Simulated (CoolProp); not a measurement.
Computed with CoolProp (reference Helmholtz-energy equation of state, Lemmon 2005). It is a short technical equation, of lower accuracy than the large ones.

**Question.** For isobutene, give the phase and the density (kg/m³), cp (kJ/(kg K)), cv (kJ/(kg K)), speed of sound (m/s) at 550 K and 5.88 MPa.

**Answer.** 
- 550 K and 5.88 MPa: supercritical; density 90.2, cp 2.83, cv 2.39, speed of sound 250
